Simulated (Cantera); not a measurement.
Carbon deposition, reforming and gasification: CO + H₂O

Input: 1 mol CO, 0.067 mol H₂O, equilibrated at 402 °C.

Method: chemical equilibrium by Gibbs-energy minimisation in Cantera with the NASA 1993 tables (ideal gas, pure condensed phases). Candidate condensed phases: C, C₆H₆, C₇H₈, C₈H₁₈, H₂O; 110 gas species. The ideal-gas law is rough above about 30 bar. Equilibrium is a limit: real reactors are often held back by kinetics, nucleation or transport.

From 0.000100 bar to 100 bar the condensed part is C(graphite). The main C-bearing gas is CO at 0.000100 bar and CO₂ at 100 bar. The share of C in condensed phases is highest at 100 bar (49.7 %) and lowest at 0.000100 bar (24.1 %).

| P (Pa) | x CO₂ | x CO | x H₂O | x H₂ | x CH₄ | x HCOOH | n C(graphite) |
|---|---|---|---|---|---|---|---|
| 10 | 0.368 | 0.551 | 0.00428 | 0.0768 | 8.60e-6 | 1.25e-12 | 0.241 |
| 160 | 0.707 | 0.191 | 0.0241 | 0.0779 | 0.000142 | 3.89e-11 | 0.412 |
| 2500 | 0.836 | 0.0525 | 0.0631 | 0.0475 | 0.000824 | 4.38e-10 | 0.469 |
| 40000 | 0.872 | 0.0134 | 0.0952 | 0.0175 | 0.00180 | 2.70e-9 | 0.489 |
| 630000 | 0.881 | 0.00340 | 0.108 | 0.00499 | 0.00229 | 1.22e-8 | 0.495 |
| 10000000 | 0.884 | 0.000853 | 0.112 | 0.00130 | 0.00245 | 5.05e-8 | 0.497 |
x: gas mole fraction; n: condensed amount in mol.
